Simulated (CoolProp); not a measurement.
Vapour-liquid equilibrium of n-butane (1) + cyclohexane (2) at 84.65 °C; x and y are mole fractions of (1).

Model: multi-fluid Helmholtz-energy mixture model, Bücker 2006 and Zhou 2014; pair parameters Bell 2016, in CoolProp.

```tsv
x	bubble pressure, mixture model (bar)	bubble pressure, Raoult's law (bar)	y, mixture model	y, Raoult's law
0.05	1.488	1.641	0.264	0.341
0.125	2.082	2.393	0.507	0.584
0.2	2.744	3.146	0.652	0.710
0.275	3.459	3.899	0.746	0.788
0.35	4.210	4.651	0.809	0.841
0.425	4.982	5.404	0.854	0.879
0.5	5.764	6.157	0.887	0.908
0.575	6.547	6.910	0.913	0.930
0.65	7.329	7.662	0.933	0.948
0.725	8.111	8.415	0.950	0.963
0.8	8.902	9.168	0.965	0.975
0.875	9.714	9.921	0.979	0.986
0.95	10.57	10.67	0.991	0.995
```

The largest gap from Raoult's law is -13.0 % in bubble pressure, at x = 0.125. No azeotrope shows between x = 0.05 and 0.95.

The pair parameters rest on a limited set of measurements; away from them the model extrapolates.
